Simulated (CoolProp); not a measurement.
The numbers come from the reference Helmholtz-energy equation of state, Thol 2019 in CoolProp.

Problem. Give the vapour pressure (bar), enthalpy of vaporisation (kJ/kg), vapour Z, surface tension (mN/m) of saturated dodecamethylpentasiloxane (MD3M) at 339.85 °C.

Solution. 
```
T (°C)  p (bar)  enthalpy of vaporisation (kJ/kg)  vapour Z  surface tension (mN/m)
------  -------  --------------------------------  --------  ----------------------
339.85     7.61                              45.2     0.498                   0.378
```

Surface tension comes from a separate correlation (Mulero 2014), older than this fluid's equation and unchecked against measurements.
